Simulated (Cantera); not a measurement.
# PbO + H2 (hydrogen reduction and annealing atmospheres)

A closed system holds: 1 mol PbO, 600 mol H2, held at 1 atm.

Method: chemical equilibrium by Gibbs-energy minimisation in Cantera with the NASA 1993 tables (ideal gas, pure condensed phases). Candidate condensed phases: H2O, Pb, PbO, PbO2, Pb3O4; 12 gas species. Kinetics and transport are ignored.

```
T (K)  log p H2  log p H2O  log p Pb  log p H  log p Pb2  log p PbO  n Pb(l)
-----  --------  ---------  --------  -------  ---------  ---------  -------
850        0.00      -2.77     -6.50   -10.69       <-11       <-11    1.000
900        0.00      -2.77     -5.86    -9.93       <-11       <-11    0.999
950        0.00      -2.77     -5.30    -9.25     -11.14       <-11    0.997
1000       0.00      -2.77     -4.79    -8.64     -10.29       <-11    0.990
1050       0.00      -2.77     -4.33    -8.09      -9.53       <-11    0.972
1100       0.00      -2.77     -3.92    -7.58      -8.83     -11.67    0.928
1150       0.00      -2.77     -3.54    -7.12      -8.20     -11.04    0.828
1200       0.00      -2.77     -3.19    -6.70      -7.62     -10.46    0.619
1250       0.00      -2.77     -2.87    -6.31      -7.09      -9.93    0.207
1300       0.00      -2.77     -2.77    -5.95      -6.99      -9.63        0
1350       0.00      -2.77     -2.77    -5.62      -7.08      -9.45        0
1400       0.00      -2.77     -2.77    -5.31      -7.16      -9.28        0
1450       0.00      -2.77     -2.77    -5.02      -7.24      -9.12        0
1500       0.00      -2.77     -2.77    -4.75      -7.31      -8.97        0
```
log p: log10 of the partial pressure in bar; n: condensed amount in mol.

From 850 K to 1250 K the condensed part is Pb(l). From 1300 K to 1500 K nothing is condensed. The main Pb-bearing gas is Pb throughout.
